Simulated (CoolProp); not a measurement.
CHF3 (R23) along the isobar 3.6 MPa: fugacity coefficient from the reference equation and from simpler models built on Tc = 299.3 K, pc = 4.832 MPa, ω = 0.263; each cubic takes its own stable root.

The numbers come from the reference Helmholtz-energy equation of state, Penoncello 2003 in CoolProp.

| T (K) | phase | reference |
|---|---|---|
| 189.9 | liquid | 0.02803 |
| 205.6 | liquid | 0.06280 |
| 221.4 | liquid | 0.1222 |
| 237.1 | liquid | 0.2112 |
| 252.9 | liquid | 0.3335 |
| 268.7 | liquid | 0.4868 |
| 284.4 | liquid | 0.6619 |
| 300.2 | gas | 0.7427 |
| 315.9 | gas | 0.7859 |
| 331.7 | gas | 0.8199 |
| 347.5 | gas | 0.8473 |
| 363.2 | gas | 0.8698 |
| 379 | gas | 0.8887 |
| 394.7 | gas | 0.9045 |
| 410.5 | gas | 0.9181 |
| 426.2 | gas | 0.9296 |

Task: How far does each simpler model (van der Waals, Redlich-Kwong, Soave-Redlich-Kwong, Peng-Robinson) lie from the reference over these 16 states: mean and median of the absolute difference, and the worst?

Result: 
- van der Waals: mean 75.1 %, median 4.0 %, worst +502.6 % at 189.9 K and 3.6 MPa
- Redlich-Kwong: mean 18.3 %, median 1.6 %, worst +87.0 % at 189.9 K and 3.6 MPa
- Soave-Redlich-Kwong: mean 2.4 %, median 1.5 %, worst +5.1 % at 252.9 K and 3.6 MPa
- Peng-Robinson: mean 1.1 %, median 1.1 %, worst +1.9 % at 237.1 K and 3.6 MPa

At some of these states van der Waals, Redlich-Kwong gives the other phase, because its saturation line lies elsewhere.
